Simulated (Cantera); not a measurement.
## Thermodynamics of hydrogen reduction and annealing atmospheres, feed SiO2 + H2

A closed system holds: 1 mol SiO2, 480 mol H2, equilibrated at 0.00820 bar.

These are equilibrium values from Cantera (NASA tables, ideal gas, pure condensed phases), not measurements of a reactor. Candidate condensed phases: H2O, Si, SiO2; 18 gas species. The tables hold silica as quartz up to 1696 K and as liquid above; real silica turns to tridymite and cristobalite and melts near 1996 K. Rates play no part.

From 950 K to 1550 K the condensed part is SiO2(β-quartz). From 1650 K to 1750 K nothing is condensed.

| T (K) | log p H2 | log p H | log p SiO | log p H2O | n SiO2(β-quartz) |
|---|---|---|---|---|---|
| 950 | -2.09 | -10.30 | -10.98 | -10.92 | 1.000 |
| 1050 | -2.09 | -9.13 | -9.50 | -9.50 | 1.000 |
| 1150 | -2.09 | -8.17 | -8.32 | -8.32 | 1.000 |
| 1250 | -2.09 | -7.36 | -7.32 | -7.32 | 0.997 |
| 1350 | -2.09 | -6.67 | -6.48 | -6.48 | 0.980 |
| 1450 | -2.09 | -6.07 | -5.75 | -5.75 | 0.896 |
| 1550 | -2.09 | -5.55 | -5.12 | -5.12 | 0.559 |
| 1650 | -2.09 | -5.09 | -4.77 | -4.77 | 0 |
| 1750 | -2.09 | -4.68 | -4.77 | -4.77 | 0 |
log p: log10 of the partial pressure in bar; n: condensed amount in mol.
